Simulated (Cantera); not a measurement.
A perfectly stirred reactor is fed with H2 : O2 = 0.034 : 1 (molar parts), equivalence ratio 0.017, at 1330 Pa; it is held at 1373 K, and followed from long to short residence time.

Detailed kinetics in Cantera: the H2/O2 subset of GRI-Mech 3.0, which has no nitrogen chemistry. Radical loss at walls, strong at low pressure, is not modelled.

x: mole fraction; the columns are a selection and need not sum to one.

| τ (s) | x H2 | x O2 | x O | x H2O2 | x HO2 | x H2O |
|---|---|---|---|---|---|---|
| 7.9 | 3.01e-5 | 0.965 | 0.00136 | 1.33e-8 | ___ | 0.0329 |
| 3.9 | 4.67e-5 | 0.964 | 0.00214 | 1.66e-8 | ___ | 0.0327 |
| 1.9 | 7.21e-5 | 0.962 | 0.00336 | 2.03e-8 | ___ | 0.0325 |
| 0.96 | 0.000108 | 0.961 | 0.00506 | 2.41e-8 | ___ | 0.0322 |
| 0.48 | 0.000158 | 0.958 | 0.00744 | 2.79e-8 | ___ | 0.0318 |
| 0.24 | 0.000227 | 0.955 | 0.0105 | 3.15e-8 | ___ | 0.0313 |
| 0.12 | 0.000317 | 0.951 | 0.0141 | 3.46e-8 | ___ | 0.0307 |
| 0.058 | 0.000442 | 0.947 | 0.0177 | 3.73e-8 | 1.26e-6 | 0.0301 |
| 0.029 | 0.000611 | 0.944 | 0.0205 | 3.99e-8 | 1.35e-6 | 0.0295 |
| 0.014 | 0.000900 | 0.941 | 0.0223 | 4.32e-8 | 1.43e-6 | 0.0287 |
| 0.0071 | 0.00138 | 0.941 | 0.0227 | 4.79e-8 | 1.50e-6 | 0.0279 |

**Question.** Complete the blanks.

**Answer.** 
- 7.9, x HO2: 3.11e-7
- 3.9, x HO2: 4.16e-7
- 1.9, x HO2: 5.46e-7
- 0.96, x HO2: 6.88e-7
- 0.48, x HO2: 8.42e-7
- 0.24, x HO2: 9.96e-7
- 0.12, x HO2: 1.14e-6
